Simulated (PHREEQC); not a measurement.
Make-up at 20 °C: 0.73 mol H2SO4 and 0.029 mol Li2SO4 per kg of water. Closed to the air; pH follows from the charge balance.

Model: ion-association model, wateq4f.dat, run in PHREEQC.

No solid was allowed to form.

Q: Predict the pH, ionic strength, activity of water.

A: pH 0.25; ionic strength 0.867 mol/kgw; activity of water 0.973.

Q: In which forms is S present?

A: HSO4- 93 %, SO4-2 7.1 % of the S.

The ionic strength is past about 0.7 mol/kgw, beyond the range of this activity model, so the values are rough.
